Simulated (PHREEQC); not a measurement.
A made-up water analysis in mg/kgw, 55 °C, pH 6.71: Na 2780; K 268; Ca 58.2; Mg 94.1; Cl 4550; S(6) as SO4 571; Alkalinity as HCO3 10.1; Si as SiO2 3.68; B 20.8; Li 0.193.

Valence states are taken as typed.

The numbers come from PHREEQC with the Pitzer model, pitzer.dat.

The ionic strength is 0.151 mol/kgw and the specific conductance is 24800 µS/cm. The density comes out as 0.992 g/cm³, the osmotic coefficient is 0.913 and the charge-balance error is -0.7 %.

```tsv
species	molality	activity	log γ
Cl-	0.128	0.0937	-0.137
Na+	0.121	0.0908	-0.124
K+	0.00685	0.00505	-0.133
SO4-2	0.00594	0.00138	-0.634
Mg+2	0.00387	0.00117	-0.522
B(OH)3	0.00192	0.00191	-0.001
Ca+2	0.00145	0.000401	-0.559
HCO3-	0.000156	0.000123	-0.103
H4SiO4	6.11e-5	6.19e-5	0.005
CO2	4.43e-5	4.53e-5	0.010
Li+	2.78e-5	2.13e-5	-0.116
```

No solid was allowed to form. Complexes and solids missing from the database can't appear. Away from 25 °C the constants follow the database's enthalpies or fits; those with neither stay at their 25 °C values.
